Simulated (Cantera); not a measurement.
A perfectly stirred reactor is fed with 57.8 % CH4, 42.2 % CO2, at 100000 Pa; it is held at 2050 K, and followed from long to short residence time.

Cantera simulation using GRI-Mech 3.0 (53 species, 325 reactions); the numbers are that mechanism's predictions, not measurements.

### Question
Predict: x(CH4) at τ = 0.660 s; x(CO2) at τ = 0.660 s; x(O) at τ = 0.660 s; x(CO) at τ = 0.660 s; x(C2H6) at τ = 0.660 s; x(CH4) at τ = 10.0 ms; x(CO2) at τ = 10.0 ms; x(O) at τ = 10.0 ms; x(CO) at τ = 10.0 ms; x(C2H6) at τ = 10.0 ms.

### Answer
- x(CH4) at τ = 0.660 s: 0.00394
- x(CO2) at τ = 0.660 s: 0.00152
- x(O) at τ = 0.660 s: 4.12e-9
- x(CO) at τ = 0.660 s: 0.416
- x(C2H6) at τ = 0.660 s: 3.35e-7
- x(CH4) at τ = 10.0 ms: 0.0253
- x(CO2) at τ = 10.0 ms: 0.0272
- x(O) at τ = 10.0 ms: 3.64e-8
- x(CO) at τ = 10.0 ms: 0.328
- x(C2H6) at τ = 10.0 ms: 1.54e-5
